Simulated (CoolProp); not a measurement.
Values from CoolProp's reference Helmholtz-energy equation of state, Lemmon 2005. It is a short technical equation, of lower accuracy than the large ones.

Q: For cis-2-butene, give the phase and the Z, cp (kJ/(kg K)), speed of sound (m/s), Joule-Thomson coefficient (K/MPa) at -97.25 °C and 49 bar; 93.35 °C and 49 bar.

A: 
- -97.25 °C and 49 bar: liquid; Z 0.251, cp 1.97, speed of sound 1700, Joule-Thomson coefficient -0.515
- 93.35 °C and 49 bar: liquid; Z 0.169, cp 2.59, speed of sound 671, Joule-Thomson coefficient 0.0170
